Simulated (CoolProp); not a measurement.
Saturated liquid density (kg/m³) of propylene glycol: the reference equation beside estimates from Tc = 674.0 K, pc = 7292 kPa, ω = 0.327. Rackett uses Z = 0.29056 − 0.08775 ω.

The numbers come from the reference Helmholtz-energy equation of state, Eisenbach 2021 in CoolProp.

```tsv
T (K)	reference	Rackett	van der Waals	Redlich-Kwong	Soave-Redlich-Kwong	Peng-Robinson
499.6	851.1	939.8	544.0	781.6	826.9	937.2
505.5	844.3	931.5	539.3	773.1	818.7	928.0
511.4	837.3	923.0	534.4	764.5	810.2	918.7
517.3	830.3	914.4	529.5	755.6	801.5	909.0
523.2	823.0	905.6	524.5	746.6	792.6	899.1
529.1	815.6	896.7	519.4	737.4	783.4	888.8
535	808.0	887.6	514.1	727.9	773.9	878.2
540.9	800.3	878.3	508.7	718.3	764.2	867.3
546.8	792.3	868.9	503.2	708.4	754.2	856.0
```

Absolute difference from the reference over all 9 rows, mean and median: Rackett 10.0 and 10.0 %, van der Waals 36.3 and 36.3 %, Redlich-Kwong 9.3 and 9.3 %, Soave-Redlich-Kwong 3.8 and 3.7 %, Peng-Robinson 9.2 and 9.2 %.
